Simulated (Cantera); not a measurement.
**Ammonia decomposition in nitride growth gas**

An isothermal, constant-pressure homogeneous reactor starts with 69.4 % NH₃, 30.6 % H₂, at 2100 K and 100000 Pa.

Cantera simulation using the gas-phase N/H chemistry of the illustrative SiF4/NH3 mechanism in the Surface Chemkin manual (1991); the numbers are that mechanism's predictions, not measurements. Walls and surfaces, which speed up NH3 decomposition in real reactors, are not modelled.

| t (s) | x NH₃ | x H₂ | x NH | x N | x NH₂ |
|---|---|---|---|---|---|
| 2.00e-5 | 0.693 | 0.306 | 5.77e-6 | 1.27e-7 | 0.000692 |
| 9.15e-5 | 0.689 | 0.308 | 2.62e-5 | 1.19e-6 | 0.00153 |
| 0.000418 | 0.667 | 0.324 | 2.68e-5 | 1.26e-6 | 0.00152 |
| 0.00191 | 0.580 | 0.385 | 2.63e-5 | 1.35e-6 | 0.00137 |
| 0.00875 | 0.330 | 0.562 | 2.30e-5 | 1.54e-6 | 0.000929 |
| 0.0400 | 0.0492 | 0.759 | 1.20e-5 | 1.56e-6 | 0.000251 |
| 0.183 | 0.00104 | 0.792 | 1.08e-6 | 2.93e-7 | 1.08e-5 |
| 0.837 | 0.000135 | 0.792 | 1.45e-7 | 3.97e-8 | 1.43e-6 |
| 3.83 | 2.74e-5 | 0.793 | 2.94e-8 | 8.06e-9 | 2.91e-7 |
| 17.5 | 7.43e-6 | 0.793 | 7.97e-9 | 2.18e-9 | 7.87e-8 |
| 80.0 | 5.47e-6 | 0.793 | 5.87e-9 | 1.61e-9 | 5.79e-8 |
x: mole fraction; the columns are a selection and need not sum to one.

Equilibrium at this temperature and pressure: NH₃ 5.46e-6, H₂ 0.793, NH 5.86e-9, N 1.61e-9, NH₂ 5.79e-8 (gas phase only).
